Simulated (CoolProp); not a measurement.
Computed with CoolProp (reference Helmholtz-energy equation of state, Gao 2016).

Q: Give the vapour pressure (MPa), liquid density (kg/m³), vapour density (kg/m³) of saturated sulfur dioxide at 61.55 °C.

A: 
```
T (°C)  p (MPa)  liquid density (kg/m³)  vapour density (kg/m³)
------  -------  ----------------------  ----------------------
61.55      1.15                    1260                    30.7
```
